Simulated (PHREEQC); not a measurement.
A made-up water analysis in mmol/kgw, 25 °C, pH 7.12: Na 71.3; K 1.92; Ca 3.3; Mg 10.2; Cl 102; S(6) 2.37; Alkalinity (meq/kgw) 0.0612.

Cl is adjusted to close the charge balance.
Valence states are taken as typed.

All values are PHREEQC results (Pitzer model, pitzer.dat), not measurements.

No solid was allowed to form.

Q: Estimate the specific conductance.

A: specific conductance 10300 µS/cm.

Q: In which forms is C present?

A: HCO3- 88 %, CO2 12 % of the C.

Complexes and solids missing from the database can't appear.
